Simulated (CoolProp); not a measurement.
Vapour-liquid equilibrium of acetone (1) + n-nonane (2) at 460.4 K; x and y are mole fractions of (1).

Computed with CoolProp (multi-fluid Helmholtz-energy mixture model, Lemmon 2006 and Lemmon 2006; pair parameters Bell 2016).

```csv
x,"bubble pressure, mixture model (bar)","bubble pressure, Raoult's law (bar)","y, mixture model","y, Raoult's law"
0.05,4.021,3.430,0.385,0.326
0.2,8.025,6.425,…,0.697
0.35,…,9.420,0.783,0.832
0.5,13.55,12.42,…,0.902
0.65,…,15.41,…,0.945
0.8,18.43,18.41,0.923,0.974
0.95,…,21.40,…,0.994
```

**Question.** Complete the blanks.

**Answer.** 
- 0.2, y, mixture model: 0.691
- 0.35, bubble pressure, mixture model (bar): 11.06
- 0.5, y, mixture model: 0.834
- 0.65, bubble pressure, mixture model (bar): 15.90
- 0.65, y, mixture model: 0.877
- 0.95, bubble pressure, mixture model (bar): 21.34
- 0.95, y, mixture model: 0.979

The largest gap from Raoult's law is +24.9 % in bubble pressure, at x = 0.2. No azeotrope shows between x = 0.05 and 0.95.

The pair parameters rest on a limited set of measurements; away from them the model extrapolates.
